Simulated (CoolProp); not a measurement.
Vapour pressure (kPa) of sulfur dioxide: the reference equation beside estimates from Tc = 157.5 °C, pc = 7887 kPa, ω = 0.256.

Model: reference Helmholtz-energy equation of state, Gao 2016, in CoolProp.

```
T (°C)  reference  Lee-Kesler  van der Waals  Redlich-Kwong  Soave-Redlich-Kwong  Peng-Robinson
------  ---------  ----------  -------------  -------------  -------------------  -------------
20.55       337.0       336.3           1382          551.4                336.3          336.2
33.85       522.2       522.8           1734          802.9                522.5          519.7
47.05       774.3       776.8           2136           1125                777.1          770.1
60.25        1109        1114           2593           1529                 1116           1104
73.55        1546        1552           3113           2029                 1560           1540
86.75        2095        2101           3689           2625                 2119           2091
99.95        2777        2781           4328           3332                 2813           2777
113.15       3612        3613           5031           4156                 3661           3619
```

Absolute difference from the reference over all 8 rows, mean and median: Lee-Kesler 0.2 and 0.2 %, van der Waals 140.6 and 117.6 %, Redlich-Kwong 36.5 and 34.6 %, Soave-Redlich-Kwong 0.7 and 0.8 %, Peng-Robinson 0.3 and 0.3 %.
